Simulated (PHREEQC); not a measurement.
Dissolve 0.022 mol CdCl2, 0.00018 mol Na2SO4 and 0.077 mol FeSO4 per kg of water at 25 °C. Closed to the air; pH follows from the charge balance.

Equilibrium calculation in PHREEQC: ion-association model, wateq4f.dat.

No solid was allowed to form.

Problem. Estimate the pH, ionic strength.

Solution. pH 5.76; ionic strength 0.211 mol/kgw.

Problem. In which forms is Cl present?

Solution. Cl- 81 %, CdCl+ 15 %, CdCl2 2.2 %, FeCl+ 1.7 % of the Cl.

Species that the database lacks are ignored.
